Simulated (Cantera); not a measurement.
Input: 1 mol Si, a varied amount of Br₂, 3.1 mol N₂, at 44.0 mbar.

These are equilibrium values from Cantera (NASA tables, ideal gas, pure condensed phases), not measurements of a reactor. Candidate condensed phases: Br₂, Si, Si₃N₄; 13 gas species. N₂ is the only nitrogen source here; it is nearly inert below about 1500 K, so the nitride shown seldom forms there in practice. The tables' values for SiBr₃ are old estimates. Equilibrium is a limit: real reactors are often held back by kinetics, nucleation or transport.

Question: What condenses at these points (T in °C, n(Br₂) in mol): (1177, 0.86); (1277, 0.86); (777, 3.3); (977, 4.3); (377, 6.8)?

Answer: 
```csv
T (°C),n(Br₂) in mol,condensed phases,Si condensed (%)
1177,0.86,Si₃N₄,48.4
1277,0.86,Si₃N₄,33.3
777,3.3,gas only,0.0
977,4.3,gas only,0.0
377,6.8,gas only,0.0
```
